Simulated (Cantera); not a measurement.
An adiabatic, constant-volume homogeneous reactor starts with H2 : O2 : N2 = 1 : 0.357 : 1.34 (molar parts), at 1600 K and 10.0 bar. Integrator tolerance rtol = 1e-08.

Computed with Cantera and GRI-Mech 3.0 (53 species, 325 reactions). The hydrogen kinetics of GRI-Mech 3.0 are dated; newer H2 mechanisms differ, most at raised pressure. Above 3000 K some thermodynamic fits are extrapolated.

```
quantity                                                            before                                    after
---------------------------------  ---------------------------------------  ---------------------------------------
time of steepest temperature rise                                  1.02 µs                                  9.59 µs
temperature at 0.400 s                                              3283 K                                   3028 K
equilibrium temperature                                             3283 K                                   3028 K
x(H2) at 0.400 s                       0.129 (gas-phase equilibrium 0.129)      0.129 (gas-phase equilibrium 0.129)
x(O2) at 0.400 s                   0.00249 (gas-phase equilibrium 0.00249)  0.00474 (gas-phase equilibrium 0.00474)
x(OH) at 0.400 s                     0.0237 (gas-phase equilibrium 0.0237)    0.0293 (gas-phase equilibrium 0.0293)
x(O) at 0.400 s                    0.00321 (gas-phase equilibrium 0.00321)  0.00651 (gas-phase equilibrium 0.00651)
x(H) at 0.400 s                      0.0295 (gas-phase equilibrium 0.0295)    0.0470 (gas-phase equilibrium 0.0470)
x(NO) at 0.400 s                   0.00596 (gas-phase equilibrium 0.00596)  0.00616 (gas-phase equilibrium 0.00616)
x(N2O) at 0.400 s                  1.23e-6 (gas-phase equilibrium 1.23e-6)  3.83e-7 (gas-phase equilibrium 3.83e-7)
```

Task: What was changed between the two runs?
(A) initial temperature 1600 to 1423 K
(B) pressure from 10.0 bar to 1.01 bar
(C) N2 1.34 to 2.4 parts
(D) pressure from 10.0 bar to 27.0 bar

Result: B, pressure from 10.0 bar to 1.01 bar
